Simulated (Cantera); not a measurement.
**Catalytic stagnation flow on Pt**

A jet of H2 : O2 : N2 = 0.018 : 0.063 : 0.79 (molar parts), equivalence ratio 0.14 at 300 K and 82.5 Torr hits a platinum plate 8.4 cm away at a mass flux of 0.1 kg/m²/s; the plate temperature is set and raised in steps from an oxygen-covered start.

Model: Deutschmann's 1995 Pt surface mechanism with GRI-Mech 3.0 gas chemistry, integrated in Cantera. Catalytic surfaces can have several steady states; this one follows from the mechanism file's or the stated starting coverage.

```tsv
plate T (K)	wall x H2	wall x O2	wall x H2O	wall x OH	θ free Pt	θ O*	θ OH*
600	0.00170	0.0518	0.0371	<1e-8	0.0538	0.940	0.00624
650	0.00168	0.0519	0.0369	<1e-8	0.0567	0.939	0.00419
700	0.00158	0.0518	0.0369	<1e-8	0.0629	0.934	0.00304
750	0.00130	0.0516	0.0372	<1e-8	0.0807	0.917	0.00249
800	0.000949	0.0512	0.0377	<1e-8	0.117	0.881	0.00222
850	0.000678	0.0510	0.0380	1.14e-8	0.169	0.829	0.00202
```
x: mole fraction at the wall; θ: surface coverage.
